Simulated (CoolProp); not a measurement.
The fluid at 854.54 K and 7.67 MPa flows at 2.6 m/s in a round tube of 50 mm bore and 45 µm roughness, fully developed (64/Re and Nu = 3.66 if laminar; Colebrook and Gnielinski if turbulent). The same conditions are run with several fluids, on thermodynamics alone (safety and materials aside).

Computed with CoolProp (reference Helmholtz-energy equation of state of each fluid (dry air: Lemmon 2000; normal hydrogen: Leachman 2009; oxygen: Schmidt 1985; nitrogen: Span 2000; carbon dioxide: Span 1996)). Blends and air are pseudo-pure fits.

```csv
fluid,Reynolds number,Darcy friction factor,pressure drop (Pa/m),heat-transfer coefficient (W/(m² K)),mass flow (kg/h)
dry air,?,0.0218,44.9,275,?
normal hydrogen,15000,?,4.26,345,39.3
oxygen,97600,0.0219,50.0,289,622
nitrogen,101000,0.0218,43.3,?,540
carbon dioxide,163000,0.0209,66.4,439,863
```

Question: Fill in the missing entries.

Answer: 
- dry air, Reynolds number: 100000
- dry air, mass flow (kg/h): 560
- normal hydrogen, Darcy friction factor: 0.0294
- nitrogen, heat-transfer coefficient (W/(m² K)): 270

Above 300 K oxygen's equation is extrapolated.

Transport values come from each fluid's own correlations.
